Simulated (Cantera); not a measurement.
Input (Python, Cantera) and output of one run.

```python
import numpy as np
import cantera as ct

gas_names = """
    H H2 N NH NH2 NH3 N2 N2H2 N2H4 Si SiH SiH2 SiH3 SiH4 SiN Si2 Si2N Si3
""".split()
cond_names = """
    Si(cr) Si(L) Si3N4(a)
""".split()


def load(file, names, dense=False):
    # The tables refer to 1 bar. Condensed volumes are neglected.
    table = {s.name: s for s in ct.Species.list_from_file(file)}
    out = []
    for n in names:
        d = dict(table[n].input_data)
        d["thermo"] = dict(d["thermo"], **{"reference-pressure": 1e5})
        if dense:
            d["equation-of-state"] = {"model": "constant-volume", "density": "1e6 g/cm^3"}
        out.append(ct.Species.from_dict(d))
    return out


gas = ct.Solution(thermo="ideal-gas", species=load("nasa_gas.yaml", gas_names))
cond = {s.name: ct.Solution(thermo="fixed-stoichiometry", species=[s], name=s.name)
        for s in load("nasa_condensed.yaml", cond_names, dense=True)}
atoms = {
    'trisilylamine': {'Si': 3, 'N': 1, 'H': 9},
    'NH3': {'N': 1, 'H': 3},
    'H2': {'H': 2},
}
top_T = {'Si3N4(a)': 2400}  # K; cautious upper limits of use, not melting points


def equilibrate(T, P, feed):
    n = {}
    for name, mol in feed.items():
        for a, k in atoms[name].items():
            n[a] = n.get(a, 0.0) + k * mol
    gas.TPX = T, P, n
    mass = sum(n.values()) * gas.mean_molecular_weight
    gas.equilibrate("TP")
    valid = [c for c in cond.values() if c.min_temp <= T <= top_T.get(c.name, c.max_temp)]
    mix = ct.Mixture([(gas, mass / gas.mean_molecular_weight)] + [(c, 0.0) for c in valid])
    mix.T, mix.P = T, P
    mix.equilibrate("TP", solver="vcs", rtol=1e-11, max_steps=5000)
    return mix


results = []
feed = {'trisilylamine': 1, 'NH3': 12, 'H2': 0.56}  # mol
for P in [5, 15, 45, 140, 410, 1200, 3700, 11000, 33000, 100000]:
    for T in [800, 875, 950, 1025, 1100, 1175, 1250, 1325, 1400, 1475, 1550, 1625, 1700, 1775]:
        mix = equilibrate(T, P, feed)
        results.append((T, P, feed, dict(zip(mix.species_names, mix.species_moles))))

for T, P, feed, n in results:
    print(f"{T:7g} {P:10.4g}  " + (" + ".join(c for c in cond_names if n.get(c, 0) > 1e-12) or "gas only"))
```

It prints:

```
    800          5  Si3N4(a)
    875          5  Si3N4(a)
    950          5  Si3N4(a)
   1025          5  Si3N4(a)
   1100          5  Si3N4(a)
   1175          5  Si3N4(a)
   1250          5  Si3N4(a)
   1325          5  Si3N4(a)
   1400          5  Si3N4(a)
   1475          5  Si(cr)
   1550          5  Si(cr)
   1625          5  Si(cr)
   1700          5  Si(L)
   1775          5  Si(L)
    800         15  Si3N4(a)
    875         15  Si3N4(a)
    950         15  Si3N4(a)
   1025         15  Si3N4(a)
   1100         15  Si3N4(a)
   1175         15  Si3N4(a)
   1250         15  Si3N4(a)
   1325         15  Si3N4(a)
   1400         15  Si3N4(a)
   1475         15  Si(cr) + Si3N4(a)
   1550         15  Si(cr)
   1625         15  Si(cr)
   1700         15  Si(L)
   1775         15  Si(L)
    800         45  Si3N4(a)
    875         45  Si3N4(a)
    950         45  Si3N4(a)
   1025         45  Si3N4(a)
   1100         45  Si3N4(a)
   1175         45  Si3N4(a)
   1250         45  Si3N4(a)
   1325         45  Si3N4(a)
   1400         45  Si3N4(a)
   1475         45  Si3N4(a)
   1550         45  Si(cr)
   1625         45  Si(cr)
   1700         45  Si(L)
   1775         45  Si(L)
    800        140  Si3N4(a)
    875        140  Si3N4(a)
    950        140  Si3N4(a)
   1025        140  Si3N4(a)
   1100        140  Si3N4(a)
   1175        140  Si3N4(a)
   1250        140  Si3N4(a)
   1325        140  Si3N4(a)
   1400        140  Si3N4(a)
   1475        140  Si3N4(a)
   1550        140  Si3N4(a)
   1625        140  Si(cr)
   1700        140  Si(L)
   1775        140  Si(L)
    800        410  Si3N4(a)
    875        410  Si3N4(a)
    950        410  Si3N4(a)
   1025        410  Si3N4(a)
   1100        410  Si3N4(a)
   1175        410  Si3N4(a)
   1250        410  Si3N4(a)
   1325        410  Si3N4(a)
   1400        410  Si3N4(a)
   1475        410  Si3N4(a)
   1550        410  Si3N4(a)
   1625        410  Si3N4(a)
   1700        410  Si(L)
   1775        410  Si(L)
    800       1200  Si3N4(a)
    875       1200  Si3N4(a)
    950       1200  Si3N4(a)
   1025       1200  Si3N4(a)
   1100       1200  Si3N4(a)
   1175       1200  Si3N4(a)
   1250       1200  Si3N4(a)
   1325       1200  Si3N4(a)
   1400       1200  Si3N4(a)
   1475       1200  Si3N4(a)
   1550       1200  Si3N4(a)
   1625       1200  Si3N4(a)
   1700       1200  Si3N4(a)
   1775       1200  Si(L)
    800       3700  Si3N4(a)
    875       3700  Si3N4(a)
    950       3700  Si3N4(a)
   1025       3700  Si3N4(a)
   1100       3700  Si3N4(a)
   1175       3700  Si3N4(a)
   1250       3700  Si3N4(a)
   1325       3700  Si3N4(a)
   1400       3700  Si3N4(a)
   1475       3700  Si3N4(a)
   1550       3700  Si3N4(a)
   1625       3700  Si3N4(a)
   1700       3700  Si3N4(a)
   1775       3700  Si3N4(a)
    800    1.1e+04  Si3N4(a)
    875    1.1e+04  Si3N4(a)
    950    1.1e+04  Si3N4(a)
   1025    1.1e+04  Si3N4(a)
   1100    1.1e+04  Si3N4(a)
   1175    1.1e+04  Si3N4(a)
   1250    1.1e+04  Si3N4(a)
   1325    1.1e+04  Si3N4(a)
   1400    1.1e+04  Si3N4(a)
   1475    1.1e+04  Si3N4(a)
   1550    1.1e+04  Si3N4(a)
   1625    1.1e+04  Si3N4(a)
   1700    1.1e+04  Si3N4(a)
   1775    1.1e+04  Si3N4(a)
    800    3.3e+04  Si3N4(a)
    875    3.3e+04  Si3N4(a)
    950    3.3e+04  Si3N4(a)
   1025    3.3e+04  Si3N4(a)
   1100    3.3e+04  Si3N4(a)
   1175    3.3e+04  Si3N4(a)
   1250    3.3e+04  Si3N4(a)
   1325    3.3e+04  Si3N4(a)
   1400    3.3e+04  Si3N4(a)
   1475    3.3e+04  Si3N4(a)
   1550    3.3e+04  Si3N4(a)
   1625    3.3e+04  Si3N4(a)
   1700    3.3e+04  Si3N4(a)
   1775    3.3e+04  Si3N4(a)
    800      1e+05  Si3N4(a)
    875      1e+05  Si3N4(a)
    950      1e+05  Si3N4(a)
   1025      1e+05  Si3N4(a)
   1100      1e+05  Si3N4(a)
   1175      1e+05  Si3N4(a)
   1250      1e+05  Si3N4(a)
   1325      1e+05  Si3N4(a)
   1400      1e+05  Si3N4(a)
   1475      1e+05  Si3N4(a)
   1550      1e+05  Si3N4(a)
   1625      1e+05  Si3N4(a)
   1700      1e+05  Si3N4(a)
   1775      1e+05  Si3N4(a)
```

Cantera equilibrium calculation (NASA polynomials, part measured and part estimated; ideal gas, pure solids and liquids). The feed counts by its element totals alone. Mutual solubility and eutectic melting of coexisting phases are not modelled.
